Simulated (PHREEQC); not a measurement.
0.034 g of hydrous ferric oxide (600 m²/g; 0.2 weak and 0.005 strong sites per Fe, Dzombak-Morel constants, diffuse double layer) in 1 kg of water with 0.001 mol/kgw of an inert sodium salt and 5.6e-07 mol BaCl2 and 0.00011 mol NiCl2, at 25 °C; the pH is set by adding NaOH or the inert anion's acid. Oxygen alone is held at its pressure in air (log pO2 = -0.68). CO2 from the air is kept out. No solid was allowed to form.

Base run: PHREEQC, ion-association model, wateq4f.dat. Each further column changes one thing. The table gives Ni sorbed (%).

```
pH    base  no electrostatic term (-no_edl)  background salt from 0.001 to 0.0001 mol/kgw  oxide from 0.034 to 0.17 g/kgw
----  ----  -------------------------------  --------------------------------------------  ------------------------------
3      0.0                              0.0                                           0.0                             0.0
3.5    0.0                              0.0                                           0.0                             0.0
4.5    0.0                              0.0                                           0.0                             0.0
5      0.0                              0.2                                           0.0                             0.2
6      1.2                       (withheld)                                           1.2                             5.9
6.5    2.8                       (withheld)                                           2.8                            13.2
7.5   18.5                             52.4                                          18.5                      (withheld)
8     27.7                             63.6                                          27.6                      (withheld)
9     35.0                       (withheld)                                          34.8                            99.8
9.5   35.6                             68.7                                          35.4                           100.0
10.5  35.2                       (withheld)                                          35.2                           100.0
11    34.8                              9.6                                          34.9                           100.0
```

Question: Some entries are withheld; supply them.

Answer: 
- 6, no electrostatic term (-no_edl): 2.5
- 6.5, no electrostatic term (-no_edl): 9.1
- 7.5, oxide from 0.034 to 0.17 g/kgw: 68.2
- 8, oxide from 0.034 to 0.17 g/kgw: 91.5
- 9, no electrostatic term (-no_edl): 69.2
- 10.5, no electrostatic term (-no_edl): 40.2

In at least one series the solution becomes supersaturated in solids that the run did not let form, among them Ni(OH)2. The oxide is taken as insoluble; below pH 4 it would dissolve.
